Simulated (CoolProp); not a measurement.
Dimethyl carbonate at 298.15 K and 0.244 MPa is throttled through a valve to 0.103 MPa with no heat exchange. Each further row changes one setting.

Values from CoolProp's reference Helmholtz-energy equation of state, Zhou 2011.

```csv
case,temperature change (K)
as stated,+0.0
outlet pressure 0.0309 MPa,+0.1
outlet pressure 0.134 MPa,+0.0
```
